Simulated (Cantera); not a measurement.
Charge: 1 mol HCl, 0.061 mol H2, 0.17 mol H2O, at 101000 Pa.

Cantera equilibrium calculation (NASA polynomials, part measured and part estimated; ideal gas, pure solids and liquids). Candidate condensed phases: H2O; 14 gas species. The numbers say what is thermodynamically allowed, not how fast it happens.

**Question.** At 1925 °C, list the 5 most abundant gas species with their mole fractions, and the condensed phases.

**Answer.** HCl 0.792, H2O 0.137, H2 0.0556, Cl 0.0135, H 0.00130. Condensed: gas only.
